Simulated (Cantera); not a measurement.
A Cantera script and what it prints.

```python
import numpy as np
import cantera as ct

gas_names = """
    CL CL2 H HCL H2 Si SiCL SiCL2 SiCL3 SiCL4 SiH SiHCL3 SiH2 SiH2CL2 SiH3 SiH3CL SiH4 Si2 Si3
""".split()
cond_names = """
    Si(cr) Si(L)
""".split()


def load(file, names, dense=False):
    # The tables refer to 1 bar. Condensed volumes are neglected.
    table = {s.name: s for s in ct.Species.list_from_file(file)}
    out = []
    for n in names:
        d = dict(table[n].input_data)
        d["thermo"] = dict(d["thermo"], **{"reference-pressure": 1e5})
        if dense:
            d["equation-of-state"] = {"model": "constant-volume", "density": "1e6 g/cm^3"}
        out.append(ct.Species.from_dict(d))
    return out


gas = ct.Solution(thermo="ideal-gas", species=load("nasa_gas.yaml", gas_names))
cond = {s.name: ct.Solution(thermo="fixed-stoichiometry", species=[s], name=s.name)
        for s in load("nasa_condensed.yaml", cond_names, dense=True)}
atoms = {
    'Si2Cl6': {'Si': 2, 'CL': 6},
    'Cl2': {'CL': 2},
    'H2': {'H': 2},
}
top_T = {}  # K; cautious upper limits of use, not melting points


def equilibrate(T, P, feed):
    n = {}
    for name, mol in feed.items():
        for a, k in atoms[name].items():
            n[a] = n.get(a, 0.0) + k * mol
    gas.TPX = T, P, n
    mass = sum(n.values()) * gas.mean_molecular_weight
    gas.equilibrate("TP")
    valid = [c for c in cond.values() if c.min_temp <= T <= top_T.get(c.name, c.max_temp)]
    mix = ct.Mixture([(gas, mass / gas.mean_molecular_weight)] + [(c, 0.0) for c in valid])
    mix.T, mix.P = T, P
    mix.equilibrate("TP", solver="vcs", rtol=1e-11, max_steps=5000)
    return mix


results = []
T = 1200  # K
P = 43000  # Pa
for m in [42, 110, 170, 240, 300, 370, 430]:
    feed = {'Si2Cl6': 1, 'Cl2': 0.4, 'H2': m}  # mol
    mix = equilibrate(T, P, feed)
    results.append((T, P, feed, dict(zip(mix.species_names, mix.species_moles))))

top = {s: max(r[3][s] / sum(r[3][g] for g in gas_names) for r in results) for s in gas_names}
cols = sorted((s for s in top if top[s] > 0.001), key=lambda s: -top[s])[:8]
seen = [c for c in cond_names if any(r[3].get(c, 0) > 1e-12 for r in results)]
print("log10 of partial pressures in bar; condensed amounts in mol")
print(f"{'n(H2)':>10s}" + "".join(f"{s[:9]:>10s}" for s in cols + seen))
for T, P, feed, n in results:
    ng = sum(n[g] for g in gas_names)
    print(f"{feed['H2']:10.4g}" + "".join(f"{np.log10(max(n[s] / ng * P / 1e5, 1e-99)):10.3f}" for s in cols)
          + "".join(f"{n.get(c, 0):10.4g}" for c in seen))
```

Output:

```
log10 of partial pressures in bar; condensed amounts in mol
     n(H2)        H2       HCL     SiCL4    SiHCL3     SiCL2     SiCL3    Si(cr)
        42    -0.399    -1.792    -2.147    -2.319    -2.813    -2.951    0.4604
       110    -0.383    -1.943    -2.780    -2.786    -3.129    -3.426    0.7882
       170    -0.379    -2.028    -3.130    -3.046    -3.304    -3.689         1
       240    -0.376    -2.107    -3.450    -3.285    -3.464    -3.929     1.187
       300    -0.375    -2.164    -3.682    -3.458    -3.580    -4.103      1.31
       370    -0.373    -2.223    -3.920    -3.636    -3.699    -4.281     1.422
       430    -0.373    -2.268    -4.103    -3.773    -3.791    -4.418     1.498
```

Equilibrium computed with Cantera from the NASA thermochemical tables; the gas is ideal and each condensed phase is pure. The feed counts by its element totals alone. The tables' values for SiCl3 are old estimates; treat these amounts as uncertain.
